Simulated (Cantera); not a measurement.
Charge: 1 mol SiCl4, 1.6 mol Cl2, 0.24 mol H2, at 925 K and 1.00 bar.

Cantera equilibrium calculation (NASA polynomials, part measured and part estimated; ideal gas, pure solids and liquids). Candidate condensed phases: Si; 19 gas species. Kinetics and transport are ignored.

Base state: Cl2 0.479, SiCl4 0.352, HCl 0.169, Cl 8.01e-5 (mole fractions); condensed: gas only.

Problem. What changes in the equilibrium state with this change: H2 from 0.24 to 2.1 mol?

Solution. 
```
species   before     after
-------  -------  --------
HCl        0.169     0.681
SiCl4      0.352     0.213
H2         <1e-9     0.106
Cl2        0.479     <1e-9
SiHCl3     <1e-9  0.000121
Cl       8.01e-5     <1e-9
```

Problem. What changes in the equilibrium state with this change: H2 from 0.24 to 0.86 mol?

Solution. 
| species | before | after |
|---|---|---|
| HCl | 0.169 | 0.497 |
| SiCl4 | 0.352 | 0.289 |
| Cl2 | 0.479 | 0.214 |
| Cl | 8.01e-5 | 5.35e-5 |
